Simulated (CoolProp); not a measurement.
Values from CoolProp's reference Helmholtz-energy equation of state, Lemmon 2005.

For R125, give the phase and the density (kg/m³), cv (kJ/(kg K)), speed of sound (m/s), Joule-Thomson coefficient (K/MPa) at 97.25 °C and 1.55 MPa.


- 97.25 °C and 1.55 MPa: gas; density 68.3, cv 0.852, speed of sound 151, Joule-Thomson coefficient 7.91
